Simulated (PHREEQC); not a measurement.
PHREEQC input (ion-association model, wateq4f.dat):

```
SOLUTION_MASTER_SPECIES
  An  An-  0  An  62.0  # stands for a non-complexing anion
SOLUTION_SPECIES
  An- = An-
    -log_k 0
    -gamma 3.0 0
PHASES
  Fix_H+
    H+ = H+
    -log_k 0
SOLUTION 1
  temp 25
  units mmol/kgw
  pH 7 charge
  B 2
  Na 50
  An 50
END
SELECTED_OUTPUT 1
  -reset false
  -pH true
  -pe true
  -ionic_strength true
  -water true
  -totals B Na
  -molalities Hfo_wOH Hfo_wOH2+ Hfo_wO- Hfo_sOH Hfo_sOH2+ Hfo_sO- Hfo_wH2BO3
USER_PUNCH 1
  -headings sigma psi
  10 PUNCH EDL("sigma", "Hfo"), EDL("psi", "Hfo")
PRINT
  -reset false
USE solution 1
SURFACE 1
  Hfo_wOH 0.0047191 600 2.1
  Hfo_sOH 0.000117978
EQUILIBRIUM_PHASES 1
  Fix_H+ -4 HAn 10
    -force_equality true
  O2(g) -0.68 10
END
# ... the last block is repeated for the other 16 points of pH, with NaOH or the acid as the point needs
```

Selected output (columns that matter, 17 of 17 rows; pH added in front):

```
pH	mu	B	Na	m_Hfo_wOH	m_Hfo_wOH2+	m_Hfo_wO-	m_Hfo_sOH	m_Hfo_sOH2+	m_Hfo_sO-	m_Hfo_wH2BO3	sigma	psi
4	0.052044	0.0019921	0.05	0.00094205	0.0037637	5.4017e-06	2.3591e-05	9.4252e-05	1.3527e-07	7.9317e-06	0.29503	0.15904
4.38	0.051704	0.0019878	0.05	0.0014487	0.0032434	1.4824e-05	3.6311e-05	8.1295e-05	3.7155e-07	1.217e-05	0.25345	0.15144
4.75	0.051392	0.0019835	0.05	0.0019626	0.0027075	3.2591e-05	4.9237e-05	6.7924e-05	8.1764e-07	1.645e-05	0.20999	0.14199
5.12	0.051108	0.0019797	0.05	0.0024319	0.0022055	6.1429e-05	6.106e-05	5.5376e-05	1.5424e-06	2.0341e-05	0.16832	0.13088
5.5	0.050854	0.0019764	0.05	0.0028286	0.001763	0.00010396	7.107e-05	4.4296e-05	2.6122e-06	2.3615e-05	0.13024	0.11804
5.88	0.050641	0.0019739	0.05	0.0031265	0.0014074	0.00015911	7.8597e-05	3.5381e-05	3.9998e-06	2.606e-05	0.098002	0.10392
6.25	0.050472	0.0019723	0.05	0.0033276	0.0011415	0.00022222	8.3682e-05	2.8707e-05	5.5883e-06	2.7692e-05	0.072174	0.089009
6.62	0.050335	0.0019713	0.05	0.0034567	0.00094354	0.00029012	8.6948e-05	2.3733e-05	7.2973e-06	2.8701e-05	0.0513	0.072993
7	0.050223	0.0019708	0.05	0.0035345	0.00079563	0.00035971	8.8914e-05	2.0015e-05	9.0488e-06	2.9215e-05	0.034224	0.055466
7.38	0.050134	0.0019707	0.05	0.003576	0.00068814	0.00042571	8.9958e-05	1.7311e-05	1.0709e-05	2.9261e-05	0.020603	0.037015
7.75	0.050063	0.0019712	0.05	0.0035952	0.00060878	0.00048638	9.0431e-05	1.5313e-05	1.2234e-05	2.8762e-05	0.0096093	0.018413
8.12	0.050176	0.0019726	0.050177	0.0036015	0.00054344	0.00054678	9.0563e-05	1.3665e-05	1.3749e-05	2.7387e-05	-0.00026229	-0.00051283
8.5	0.050441	0.0019756	0.05051	0.0035975	0.00048184	0.00061531	9.0405e-05	1.2109e-05	1.5463e-05	2.4411e-05	-0.010478	-0.01993
8.88	0.050857	0.0019807	0.051001	0.0035802	0.00041938	0.00070017	8.9872e-05	1.0528e-05	1.7576e-05	1.9302e-05	-0.022043	-0.038966
9.25	0.051376	0.001987	0.051609	0.0035412	0.00035454	0.00081027	8.8774e-05	8.888e-06	2.0313e-05	1.295e-05	-0.035777	-0.05682
9.62	0.051895	0.0019927	0.052241	0.0034646	0.00028615	0.00096095	8.6748e-05	7.1649e-06	2.4061e-05	7.2199e-06	-0.052974	-0.073765
10	0.052368	0.0019965	0.052858	0.0033262	0.00021602	0.0011733	8.3215e-05	5.4044e-06	2.9353e-05	3.3808e-06	-0.075146	-0.090068
```

Species that the database lacks are ignored.
